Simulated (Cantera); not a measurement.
# Thermodynamics of boron, boron nitride and boron oxide, feed B2O3 + H2O + N2 + H2

Feed: 1 mol B2O3, 15 mol H2O, 63 mol N2, 36 mol H2, at 998.15 K and 1.43 Torr.

Cantera equilibrium calculation (NASA polynomials, part measured and part estimated; ideal gas, pure solids and liquids). Candidate condensed phases: B, BN, B2O3, B3O3H3, H2O; 39 gas species. Gases not in the tables: H3BO3. Rates play no part.

```
Property                                  Value
------------------------------------  ---------
x(N2)                                     0.553
x(H2)                                     0.316
x(H2O)                                    0.131
x(HBO2)                                0.000210
x((HBO2)3)                              5.84e-5
n(B2O3(l))                            0.978 mol
gas amount                            114.0 mol
log10 activity of B(s) (absent)          -10.97
log10 activity of B3O3H3(s) (absent)     -21.70
```
